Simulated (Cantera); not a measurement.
What does this Cantera script print?

```python
import numpy as np
import cantera as ct

gas = ct.Solution("gri30.yaml")
gas.TPX = 1225, 101325, {'CH3OH': 0.0028, 'O2': 0.013, 'N2': 1}
reactor = ct.IdealGasConstPressureReactor(gas, energy="off", clone=False)
net = ct.ReactorNet([reactor])
net.rtol, net.atol = 1e-08, 1e-18
show = ['CH3OH', 'O2', 'O', 'N2O', 'NO2']
times = np.geomspace(3e-05, 20, 15)

steps = ct.SolutionArray(gas, extra=["t"])
rows = []
print(f"{'t/s':>10s}{'T/K':>9s}{'P/Pa':>11s}" + "".join(f"{s:>11s}" for s in show))
for t in times:
    while net.time < t:
        t_next = net.step()
        steps.append(gas.state, t=t_next)
    rows.append([np.interp(t, steps.t, y) for y in (steps.T, steps.P, *steps(*show).X.T)])
    print(f"{t:10.3e}{rows[-1][0]:9.1f}{rows[-1][1]:11.4g}" + "".join(f"{x:11.3e}" for x in rows[-1][2:]))
rate = np.gradient(steps.T, steps.t)
print("integrator steps:", len(steps.t))
if steps.T.max() > steps.T[0] + 200:
    print(f"time of steepest temperature rise: {steps.t[rate.argmax()]:.4e} s")
gas.TPX = 1225, 101325, {'CH3OH': 0.0028, 'O2': 0.013, 'N2': 1}
gas.equilibrate("TP")
print(f"equilibrium (TP): T = {gas.T:.1f} K  " + "  ".join(f"{s} {gas[s].X[0]:.3e}" for s in show))
```

It prints:

```
       t/s      T/K       P/Pa      CH3OH         O2          O        N2O        NO2
 3.000e-05   1225.0  1.013e+05  2.756e-03  1.280e-02  2.714e-10  4.015e-15  1.954e-24
 7.818e-05   1225.0  1.013e+05  2.756e-03  1.280e-02  3.023e-10  2.445e-14  1.133e-22
 2.038e-04   1225.0  1.013e+05  2.756e-03  1.280e-02  3.126e-10  1.503e-13  3.259e-21
 5.310e-04   1225.0  1.013e+05  2.756e-03  1.280e-02  3.403e-10  9.939e-13  7.322e-20
 1.384e-03   1225.0  1.013e+05  2.755e-03  1.280e-02  4.222e-10  7.063e-12  1.652e-18
 3.607e-03   1225.0  1.013e+05  2.751e-03  1.280e-02  6.983e-10  5.389e-11  4.456e-17
 9.399e-03   1225.0  1.013e+05  2.723e-03  1.278e-02  3.065e-09  4.653e-10  2.056e-15
 2.449e-02   1225.0  1.013e+05  2.527e-11  9.708e-03  3.087e-04  7.006e-08  3.393e-11
 6.384e-02   1225.0  1.013e+05 -1.377e-19  8.689e-03  5.351e-06  4.519e-07  1.798e-09
 1.664e-01   1225.0  1.013e+05  3.627e-19  8.653e-03  5.849e-07  4.930e-07  2.799e-09
 4.336e-01   1225.0  1.013e+05 -1.379e-19  8.651e-03  8.968e-08  4.543e-07  1.801e-09
 1.130e+00   1225.0  1.013e+05  1.011e-19  8.651e-03  2.089e-08  3.336e-07  8.416e-10
 2.945e+00   1225.0  1.013e+05 -2.365e-19  8.651e-03  8.676e-09  1.451e-07  5.281e-10
 7.674e+00   1225.0  1.013e+05 -4.879e-20  8.651e-03  4.730e-09  1.989e-08  4.457e-10
 2.000e+01   1225.0  1.013e+05  3.757e-28  8.651e-03  3.919e-09  4.233e-09  4.354e-10
integrator steps: 2429
equilibrium (TP): T = 1225.0 K  CH3OH 4.090e-36  O2 8.624e-03  O 3.907e-09  N2O 4.164e-09  NO2 1.639e-07
```

Model: GRI-Mech 3.0 (53 species, 325 reactions), integrated in Cantera. GRI-Mech 3.0 was tuned for natural gas; its chemistry of methanol as a main component is partial and can be far from experiment.
